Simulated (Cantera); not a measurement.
Cantera run:

```python
import numpy as np
import cantera as ct

gas_names = """
    H HO2 H2 H2O H2O2 O OH O2 O3 V VO VO2
""".split()
cond_names = """
    H2O(s) H2O(L) V(cr) V(L) VO(s) VO(L) V2O3(s) V2O3(L) V2O4(I) V2O4(II) V2O4(L) V2O5(s) V2O5(L)
""".split()


# ... load() reads the species with a 1 bar reference pressure and builds the phases ...
atoms = {
    'V2O3': {'V': 2, 'O': 3},
    'H2': {'H': 2},
}
top_T = {}  # K; cautious upper limits of use, not melting points


# ... equilibrate(T, P, feed) seeds the gas with the atoms and calls Mixture.equilibrate('TP', solver="vcs", rtol=1e-11, max_steps=5000) ...
results = []
feed = {'V2O3': 1, 'H2': 570}  # mol
P = 740  # Pa
for T in [1223, 1323, 1423, 1523, 1623, 1723, 1823, 1923, 2023]:
    mix = equilibrate(T, P, feed)
    results.append((T, P, feed, dict(zip(mix.species_names, mix.species_moles))))

top = {s: max(r[3][s] / sum(r[3][g] for g in gas_names) for r in results) for s in gas_names}
cols = sorted((s for s in top if top[s] > 0.001), key=lambda s: -top[s])[:8]
seen = [c for c in cond_names if any(r[3].get(c, 0) > 1e-12 for r in results)]
print("log10 of partial pressures in bar; condensed amounts in mol")
print(f"{'T/K':>10s}" + "".join(f"{s[:9]:>10s}" for s in cols + seen))
for T, P, feed, n in results:
    ng = sum(n[g] for g in gas_names)
    print(f"{T:10.4g}" + "".join(f"{np.log10(max(n[s] / ng * P / 1e5, 1e-99)):10.3f}" for s in cols)
          + "".join(f"{n.get(c, 0):10.4g}" for c in seen))
```

It prints:

```
log10 of partial pressures in bar; condensed amounts in mol
       T/K        H2         H       H2O     VO(s)   V2O3(s)
      1223    -2.131    -7.587    -5.391    0.6257    0.6872
      1323    -2.131    -6.865    -5.054      1.36    0.3202
      1423    -2.132    -6.243    -4.887         2         0
      1523    -2.132    -5.702    -4.887         2         0
      1623    -2.132    -5.226    -4.887         2         0
      1723    -2.132    -4.805    -4.888     1.998         0
      1823    -2.134    -4.430    -4.890     1.986         0
      1923    -2.136    -4.094    -4.896     1.927         0
      2023    -2.141    -3.792    -4.904      1.65         0
```

Method: chemical equilibrium by Gibbs-energy minimisation in Cantera with the NASA 1993 tables (ideal gas, pure condensed phases). Mutual solubility and eutectic melting of coexisting phases are not modelled. VO: taken at fixed stoichiometry. Condensed phases not in the tables: the oxides between V2O3 and V2O5 other than VO2.
